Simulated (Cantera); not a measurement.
Feed: 1 mol B, 12 mol NH₃, equilibrated at 1627 °C and 3900 Pa.

Cantera equilibrium calculation (NASA polynomials, part measured and part estimated; ideal gas, pure solids and liquids). Candidate condensed phases: B, BN; 15 gas species. The tables' values for BH₂ are old estimates; treat these amounts as uncertain. Rates play no part.

Base state: H₂ 0.763, N₂ 0.234, H 0.00351, BH₂ 1.01e-5 (mole fractions); condensed: BN(s).

### Question
What changes in the equilibrium state with this change: 0.1 mol O₂ added?

### Answer
| species | before | after |
|---|---|---|
| H₂ | 0.763 | 0.753 |
| N₂ | 0.234 | 0.236 |
| HBO | 0 | 0.00714 |
| BO | 0 | 0.000529 |
| B₂O₂ | 0 | 0.000216 |
| HBO₂ | 0 | 0.000107 |
| H₂O | 0 | 4.34e-5 |
| B₂O₃ | 0 | 2.32e-5 |
| BN(s), mol | 1.000 | 0.804 |
Further candidate phases: B₂O₃, B₃O₃H₃, H₂O.

### Question
What changes in the equilibrium state with this change: temperature from 1627 °C to 1177 °C?

### Answer
| species | before | after |
|---|---|---|
| H₂ | 0.763 | 0.766 |
| N₂ | 0.234 | 0.234 |
| H | 0.00351 | 4.19e-5 |
| BH₂ | 1.01e-5 | 1.72e-9 |
| BN(s), mol | 1.000 | 1.00 |

### Question
What changes in the equilibrium state with this change: temperature from 1627 °C to 1802 °C?

### Answer
```tsv
species	before	after
H₂	0.763	0.755
N₂	0.234	0.233
H	0.00351	0.0117
BH₂	1.01e-5	0.000105
BN(s), mol	1.000	0.997
```
